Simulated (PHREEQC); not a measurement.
A solution holds 0.00013 mol/kgw Ca(HCO3)2 and 4.9e-05 mol/kgw Na2CO3, at 85 °C. Closed to the air; pH follows from the charge balance.

All values are PHREEQC results (ion-association model, phreeqc.dat), not measurements.

No solid was allowed to form.

Problem. Predict the pH, ionic strength, specific conductance.

Solution. pH 8.15; ionic strength 0.000480 mol/kgw; specific conductance 111 µS/cm.

Problem. In which forms is C present?

Solution. HCO3- 96 %, CO2 1.5 %, CO3-2 1.1 %, CaCO3 1.1 % of the C.

At this temperature some constants are extrapolated from 25 °C, and those without enthalpy data are left unchanged.
